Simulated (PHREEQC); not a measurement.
Make-up at 20 °C: 0.1 mol H3PO4 per kg of water. Closed to the air; pH follows from the charge balance.

Model: ion-association model, wateq4f.dat, run in PHREEQC.

No solid was allowed to form.

Problem. Estimate the pH, ionic strength.

Solution. pH 1.63; ionic strength 0.0265 mol/kgw.

Problem. In which forms is P present?

Solution. H3PO4 73 %, H2PO4- 27 % of the P.

H3PO4, which wateq4f.dat lacks, is added to it with the constant of phreeqc.dat.
